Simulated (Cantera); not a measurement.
A freely propagating, adiabatic, planar premixed flame of 24.5 % H₂, 15.9 % O₂, 59.7 % N₂, unburnt at 575 K and 82.5 Torr; unity-Lewis-number transport, grid criteria slope 0.08 and curve 0.16, no radiation.

Detailed kinetics in Cantera: the H2/O2 subset of GRI-Mech 3.0, which has no nitrogen chemistry. Unity Lewis numbers drop preferential diffusion, which matters most where H2 and H carry the flame. Burning velocities carry a grid error of a few per cent, more on coarse grids.

x: mole fraction of selected species; z is measured from the peak of heat release.

```csv
z (mm),T (K),u (m/s),x H₂,x O₂,x OH,x H₂O₂,x HO₂,x H
-17.2,575,2.99,0.245,0.159,<1e-8,<1e-8,<1e-8,<1e-8
-11.5,575,2.99,0.245,0.159,<1e-8,<1e-8,<1e-8,<1e-8
-8.59,575,2.99,0.245,0.159,<1e-8,<1e-8,<1e-8,<1e-8
-5.73,575,2.99,0.245,0.159,<1e-8,<1e-8,3.99e-7,<1e-8
-2.86,585,3.04,0.243,0.158,4.94e-6,…,3.43e-5,5.51e-5
-1.43,717,3.69,0.222,0.149,0.000203,…,3.22e-5,0.00463
0,1099,5.53,0.0965,0.0950,0.00315,…,1.31e-5,0.0551
1.43,1343,6.65,0.0319,0.0612,0.00769,…,6.72e-6,0.0703
2.86,1462,7.17,0.0294,0.0567,0.00999,…,5.27e-6,0.0594
5.73,1603,7.78,0.0290,0.0535,0.0127,…,4.07e-6,0.0456
11.5,1754,8.41,0.0271,0.0502,0.0152,…,3.07e-6,0.0323
22.9,1904,9.02,0.0234,0.0471,0.0167,…,2.26e-6,0.0209
45.8,2044,9.57,0.0183,0.0444,0.0168,…,1.69e-6,0.0119
```

Task: Complete the blanks.

Result: 
- -2.86, x H₂O₂: 4.16e-7
- -1.43, x H₂O₂: 5.60e-7
- 0, x H₂O₂: 6.88e-7
- 1.43, x H₂O₂: 8.17e-7
- 2.86, x H₂O₂: 6.35e-7
- 5.73, x H₂O₂: 3.74e-7
- 11.5, x H₂O₂: 1.92e-7
- 22.9, x H₂O₂: 1.02e-7
- 45.8, x H₂O₂: 6.26e-8
